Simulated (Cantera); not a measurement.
Charge: 1 mol CaCO3, 0.12 mol C, a varied amount of CO2, 0.25 mol H2, at 975 K and 170000 Pa.

These are equilibrium values from Cantera (NASA tables, ideal gas, pure condensed phases), not measurements of a reactor. Candidate condensed phases: C, C6H6, C7H8, C8H18, Ca, CaCO3, CaO, Ca(OH)2, H2O; 115 gas species. Kinetics and transport are ignored.

### Question
Which condensed phases are stable at each of these points (n(CO2) (mol)): 0.17, 0.21, 0.26, 0.3, 0.35, 0.4, 0.44, 0.49, 0.53, 0.58, 0.63, 0.67?

### Answer
```json
[
 {"n(CO2) (mol)": "0.17", "condensed phases": "C(graphite) + CaCO3(calcite)", "Ca condensed (%)": "100.0"},
 {"n(CO2) (mol)": "0.21", "condensed phases": "C(graphite) + CaCO3(calcite)", "Ca condensed (%)": "100.0"},
 {"n(CO2) (mol)": "0.26", "condensed phases": "C(graphite) + CaCO3(calcite)", "Ca condensed (%)": "100.0"},
 {"n(CO2) (mol)": "0.3", "condensed phases": "C(graphite) + CaCO3(calcite)", "Ca condensed (%)": "100.0"},
 {"n(CO2) (mol)": "0.35", "condensed phases": "C(graphite) + CaCO3(calcite)", "Ca condensed (%)": "100.0"},
 {"n(CO2) (mol)": "0.4", "condensed phases": "CaCO3(calcite)", "Ca condensed (%)": "100.0"},
 {"n(CO2) (mol)": "0.44", "condensed phases": "CaCO3(calcite)", "Ca condensed (%)": "100.0"},
 {"n(CO2) (mol)": "0.49", "condensed phases": "CaCO3(calcite)", "Ca condensed (%)": "100.0"},
 {"n(CO2) (mol)": "0.53", "condensed phases": "CaCO3(calcite)", "Ca condensed (%)": "100.0"},
 {"n(CO2) (mol)": "0.58", "condensed phases": "CaCO3(calcite)", "Ca condensed (%)": "100.0"},
 {"n(CO2) (mol)": "0.63", "condensed phases": "CaCO3(calcite)", "Ca condensed (%)": "100.0"},
 {"n(CO2) (mol)": "0.67", "condensed phases": "CaCO3(calcite)", "Ca condensed (%)": "100.0"}
]
```

From 0.17 mol CO2 to 0.35 mol CO2 the condensed part is C(graphite) + CaCO3(calcite). From 0.4 mol CO2 to 0.67 mol CO2 the condensed part is CaCO3(calcite).
